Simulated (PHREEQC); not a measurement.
Solution (20 °C): 17 mmol/kgw HI and 0.11 mmol/kgw CdBr2. Closed to the air; pH follows from the charge balance.

Computed with PHREEQC (ion-association model, wateq4f.dat).

Task: The ionic strength comes out as 0.0172 mol/kgw. What activity coefficients do I-, Cd+2, H+, Br-, CdI+ get?

Result: I- 0.88, Cd+2 0.60, H+ 0.90, Br- 0.88, CdI+ 0.88.

This is a speciation only: nothing precipitates in the calculation. Complexes and solids missing from the database can't appear.
